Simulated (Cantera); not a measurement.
A Cantera script and what it prints.

```python
import numpy as np
import cantera as ct

gas_names = """
    N NO NO2 NO3 N2 N2O O O2 O3 Si SiN SiO SiO2 Si2 Si2N Si3
""".split()
cond_names = """
    Si(cr) Si(L) SiO2(Lqz) SiO2(hqz) SiO2(L) Si2N2O(s) Si3N4(a)
""".split()


# ... load() reads the species with a 1 bar reference pressure and builds the phases ...
atoms = {
    'Si': {'Si': 1},
    'N2O': {'N': 2, 'O': 1},
    'N2': {'N': 2},
}
top_T = {'Si2N2O(s)': 2100, 'Si3N4(a)': 2400}  # K; cautious upper limits of use, not melting points


# ... equilibrate(T, P, feed) seeds the gas with the atoms and calls Mixture.equilibrate('TP', solver="vcs", rtol=1e-11, max_steps=5000) ...
results = []
feed = {'Si': 1, 'N2O': 0.085, 'N2': 37}  # mol
P = 101325  # Pa
for T in [950, 1050, 1150, 1250, 1350, 1450, 1550, 1650, 1750, 1850, 1950, 2050, 2150]:
    mix = equilibrate(T, P, feed)
    results.append((T, P, feed, dict(zip(mix.species_names, mix.species_moles))))

top = {s: max(r[3][s] / sum(r[3][g] for g in gas_names) for r in results) for s in gas_names}
cols = sorted((s for s in top if top[s] > 0.0001), key=lambda s: -top[s])[:9]
seen = [c for c in cond_names if any(r[3].get(c, 0) > 1e-12 for r in results)]
print("log10 of partial pressures in bar; condensed amounts in mol")
print(f"{'T/K':>10s}" + "".join(f"{s[:9]:>10s}" for s in cols + seen))
for T, P, feed, n in results:
    ng = sum(n[g] for g in gas_names)
    print(f"{T:10.4g}" + "".join(f"{np.log10(max(n[s] / ng * P / 1e5, 1e-99)):10.3f}" for s in cols)
          + "".join(f"{n.get(c, 0):10.4g}" for c in seen))
```

Output:

```
log10 of partial pressures in bar; condensed amounts in mol
       T/K        N2       SiO        Si     Si(L) Si2N2O(s)  Si3N4(a)
       950     0.006   -19.268   -24.862         0     0.085    0.2767
      1050     0.006   -16.195   -21.214         0     0.085    0.2767
      1150     0.006   -13.664   -18.206         0     0.085    0.2767
      1250     0.006   -11.545   -15.684         0     0.085    0.2767
      1350     0.006    -9.746   -13.539         0     0.085    0.2767
      1450     0.006    -8.200   -11.693         0     0.085    0.2767
      1550     0.006    -6.858   -10.090         0     0.085    0.2767
      1650     0.006    -5.683    -8.683         0   0.08493    0.2767
      1750     0.006    -4.645    -7.441         0   0.08419    0.2769
      1850     0.006    -3.723    -6.335         0    0.0782    0.2789
      1950     0.005    -2.899    -5.344         0   0.03956    0.2917
      2050     0.005    -2.628    -4.453         0         0    0.3044
      2150     0.005    -2.635    -3.649    0.9013         0         0
```

Cantera equilibrium calculation (NASA polynomials, part measured and part estimated; ideal gas, pure solids and liquids). Mutual solubility and eutectic melting of coexisting phases are not modelled. The tables' values for SiN are old estimates; treat these amounts as uncertain.
